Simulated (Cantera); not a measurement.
# Thermodynamics of sublimation and decomposition of ceramics, feed SiC + H₂

Input: 1 mol SiC, 2.8 mol H₂, at 1.20 Pa.

These are equilibrium values from Cantera (NASA tables, ideal gas, pure condensed phases), not measurements of a reactor. Candidate condensed phases: C, C₆H₆, C₇H₈, C₈H₁₈, Si, SiC; 87 gas species. Equilibrium is a limit: real reactors are often held back by kinetics, nucleation or transport.

| T (K) | x H₂ | x H | x Si | x SiC₂ | x C₃ | n C(graphite) | n SiC(s) |
|---|---|---|---|---|---|---|---|
| 1750 | 0.933 | 0.0648 | 0.00238 | 2.57e-5 | 1.98e-9 | 0.00630 | 0.993 |
| 1800 | 0.895 | 0.0978 | 0.00637 | 9.29e-5 | 9.55e-9 | 0.0180 | 0.980 |
| 1850 | 0.840 | 0.143 | 0.0162 | 0.000313 | 4.22e-8 | 0.0482 | 0.948 |
| 1900 | 0.759 | 0.200 | 0.0390 | 0.000987 | 1.72e-7 | 0.125 | 0.865 |
| 1950 | 0.640 | 0.265 | 0.0900 | 0.00293 | 6.52e-7 | 0.321 | 0.648 |
| 2000 | 0.466 | 0.320 | 0.199 | 0.00824 | 2.31e-6 | 0.875 | 0.0233 |
| 2050 | 0.386 | 0.407 | 0.194 | 0.0101 | 7.67e-6 | 0.886 | 0 |
| 2100 | 0.306 | 0.497 | 0.183 | 0.0118 | 2.41e-5 | 0.868 | 0 |
| 2150 | 0.230 | 0.584 | 0.171 | 0.0135 | 7.14e-5 | 0.844 | 0 |
| 2200 | 0.164 | 0.659 | 0.160 | 0.0154 | 0.000201 | 0.813 | 0 |
| 2250 | 0.112 | 0.718 | 0.150 | 0.0174 | 0.000542 | 0.774 | 0 |
| 2300 | 0.0742 | 0.761 | 0.142 | 0.0197 | 0.00139 | 0.720 | 0 |
| 2350 | 0.0479 | 0.788 | 0.136 | 0.0222 | 0.00344 | 0.633 | 0 |
| 2400 | 0.0305 | 0.802 | 0.129 | 0.0248 | 0.00817 | 0.480 | 0 |
x: gas mole fraction; n: condensed amount in mol.

From 1750 K to 2000 K the condensed part is C(graphite) + SiC(s). From 2050 K to 2400 K the condensed part is C(graphite). The main Si-bearing gas is Si throughout.
